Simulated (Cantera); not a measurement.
## Hydrocarbon pyrolysis for carbon deposition

A perfectly stirred reactor is fed with CH4 : N2 : H2O = 1 : 8.2 : 0.42 (molar parts), at 495 Torr; it is held at 1950 K, and followed from long to short residence time.

Detailed kinetics in Cantera: GRI-Mech 3.0 (53 species, 325 reactions). GRI-Mech 3.0 stops at C3 and has no aromatics, soot or wall deposition, so with more carbon than oxygen in the feed, carbon stays in small species such as C2H2 where larger ones or solid carbon would form.

```json
[
 {"τ (s)": "2.6", "x CH4": "0.00117", "x HCN": "0.000700", "x CH3": "7.51e-5", "x H2": "0.189", "x C2H": "1.33e-6"},
 {"τ (s)": "1.3", "x CH4": "0.00162", "x HCN": "0.000488", "x CH3": "0.000104", "x H2": "0.187", "x C2H": "1.35e-6"},
 {"τ (s)": "0.67", "x CH4": "0.00222", "x HCN": "0.000342", "x CH3": "0.000143", "x H2": "0.184", "x C2H": "1.40e-6"},
 {"τ (s)": "0.34", "x CH4": "0.00303", "x HCN": "0.000235", "x CH3": "0.000196", "x H2": "0.178", "x C2H": "1.47e-6"},
 {"τ (s)": "0.17", "x CH4": "0.00415", "x HCN": "0.000159", "x CH3": "0.000270", "x H2": "0.171", "x C2H": "1.58e-6"},
 {"τ (s)": "0.087", "x CH4": "0.00561", "x HCN": "0.000107", "x CH3": "0.000365", "x H2": "0.162", "x C2H": "1.69e-6"},
 {"τ (s)": "0.044", "x CH4": "0.00764", "x HCN": "7.04e-5", "x CH3": "0.000497", "x H2": "0.152", "x C2H": "1.80e-6"},
 {"τ (s)": "0.022", "x CH4": "0.0106", "x HCN": "4.48e-5", "x CH3": "0.000678", "x H2": "0.141", "x C2H": "1.86e-6"},
 {"τ (s)": "0.011", "x CH4": "0.0147", "x HCN": "2.77e-5", "x CH3": "0.000924", "x H2": "0.129", "x C2H": "1.84e-6"},
 {"τ (s)": "0.0058", "x CH4": "0.0202", "x HCN": "1.71e-5", "x CH3": "0.00122", "x H2": "0.118", "x C2H": "1.74e-6"},
 {"τ (s)": "0.0029", "x CH4": "0.0281", "x HCN": "9.64e-6", "x CH3": "0.00164", "x H2": "0.104", "x C2H": "1.55e-6"}
]
```
x: mole fraction; the columns are a selection and need not sum to one.
